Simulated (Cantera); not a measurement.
Input (Python, Cantera) and output of one run.

```python
import numpy as np
import cantera as ct

gas_names = [...]  # 123 gases of nasa_gas.yaml made of C, H, O, Si
cond_names = """
    C(gr) C6H6(L) C7H8(L) C8H18(L),n-octa H2O(s) H2O(L) Si(cr) Si(L) SiC(b) SiO2(Lqz) SiO2(hqz) SiO2(L)
""".split()


# ... load() reads the species with a 1 bar reference pressure and builds the phases ...
atoms = {
    'SiO2': {'Si': 1, 'O': 2},
    'C': {'C': 1},
    'H2': {'H': 2},
}
top_T = {'C(gr)': 4500, 'SiC(b)': 3050}  # K; cautious upper limits of use, not melting points


# ... equilibrate(T, P, feed) seeds the gas with the atoms and calls Mixture.equilibrate('TP', solver="vcs", rtol=1e-11, max_steps=5000) ...
results = []
feed = {'SiO2': 1, 'C': 1, 'H2': 19}  # mol
T = 2175  # K
P = 13332.2  # Pa
mix = equilibrate(T, P, feed)
results.append((T, P, feed, dict(zip(mix.species_names, mix.species_moles))))
x = sorted(zip(gas.X, gas.species_names), reverse=True)
print(f"T = {T:g} K  P = {P:g} Pa  gas = {mix.phase_moles(0):.4g} mol")
print("   x: " + "  ".join(f"{s} {v:.3e}" for v, s in x if v > 0.0001))
print("   condensed (mol): " + ("  ".join(f"{mix.phase(i).name} {mix.phase_moles(i):.4g}"
      for i in range(1, mix.n_phases) if mix.phase_moles(i) > 1e-12) or "none"))
```

Result:

```
T = 2175 K  P = 13332.2 Pa  gas = 21.13 mol
   x: H2 8.926e-01  CO 4.732e-02  SiO 4.723e-02  H 1.263e-02
   condensed (mol): none
```

These are equilibrium values from Cantera (NASA tables, ideal gas, pure condensed phases), not measurements of a reactor.
